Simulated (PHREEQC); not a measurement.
Dissolve 0.037 mol KOH, 0.22 mol NaAlO2 and 0.24 mol K2CO3 per kg of water at 20 °C. Closed to the air; pH follows from the charge balance.

Model: ion-association model, wateq4f.dat, run in PHREEQC.

Problem. The ionic strength comes out as 0.829 mol/kgw. What activity coefficients do Na+, K+, CO3-2, NaCO3-, OH- get?

Solution. Na+ 0.71, K+ 0.61, CO3-2 0.20, NaCO3- 0.67, OH- 0.60.

This is a speciation only: nothing precipitates in the calculation. Saturation is exceeded, for instance for Boehmite (slow to form), Gibbsite (slow to form); the values hold only as long as no solid forms. The ionic strength is past about 0.7 mol/kgw, beyond the range of this activity model, so the values are rough. Species that the database lacks are ignored.
